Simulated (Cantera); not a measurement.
A perfectly stirred reactor is fed with 99.2 % N2O, 0.784 % H2O, at 143 Torr; it is held at 1375 K, and followed from long to short residence time.

Cantera simulation using GRI-Mech 3.0 (53 species, 325 reactions); the numbers are that mechanism's predictions, not measurements. GRI-Mech 3.0 was tuned for natural gas; its chemistry of N2O as a main component is partial and can be far from experiment. The mechanism lacks the step 2 NO + O2 → 2 NO2, which can matter for NO2 below about 1400 K. The temperature is held fixed by assumption; the heat of reaction is taken as removed at once.

Predict: x(N2O) at τ = 1.60 s; x(H2O) at τ = 1.60 s; x(H2O2) at τ = 1.60 s; x(NO) at τ = 1.60 s; x(O2) at τ = 1.60 s; x(N2O) at τ = 31.0 ms; x(H2O) at τ = 31.0 ms; x(H2O2) at τ = 31.0 ms; x(NO) at τ = 31.0 ms; x(O2) at τ = 31.0 ms.


| Quantity | Result |
|---|---|
| x(N2O) at τ = 1.60 s | 0.173 |
| x(H2O) at τ = 1.60 s | 0.00567 |
| x(H2O2) at τ = 1.60 s | 1.88e-9 |
| x(NO) at τ = 1.60 s | 0.0841 |
| x(O2) at τ = 1.60 s | 0.232 |
| x(N2O) at τ = 31.0 ms | 0.902 |
| x(H2O) at τ = 31.0 ms | 0.00758 |
| x(H2O2) at τ = 31.0 ms | 5.21e-9 |
| x(NO) at τ = 31.0 ms | 0.0101 |
| x(O2) at τ = 31.0 ms | 0.0249 |
